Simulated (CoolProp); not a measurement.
R1336mzz(E) along the isotherm 410 K: Z from the reference equation and from simpler models built on Tc = 403.5 K, pc = 2.779 MPa, ω = 0.413; each cubic takes its own stable root.

Model: reference Helmholtz-energy equation of state, Akasaka 2023, in CoolProp.

```tsv
p (MPa)	phase	reference
0.018	gas	0.9978
0.0272	gas	0.9967
0.041	gas	0.9950
0.0619	gas	0.9924
0.0934	gas	0.9885
0.141	gas	0.9826
0.212	gas	0.9737
0.321	gas	0.9598
0.484	gas	0.9387
0.729	gas	0.9058
1.1	gas	0.8532
1.66	gas	0.7649
2.5	gas	0.5931
3.78	supercritical	0.2344
5.7	supercritical	0.3029
```

Q: How far does each simpler model (Redlich-Kwong, Soave-Redlich-Kwong, Peng-Robinson) lie from the reference over these 15 states: mean and median of the absolute difference, and the worst?

A: 
- Redlich-Kwong: mean 3.2 %, median 0.2 %, worst +23.8 % at 410 K and 3.78 MPa
- Soave-Redlich-Kwong: mean 3.8 %, median 0.2 %, worst +28.0 % at 410 K and 3.78 MPa
- Peng-Robinson: mean 2.1 %, median 0.2 %, worst +16.6 % at 410 K and 3.78 MPa
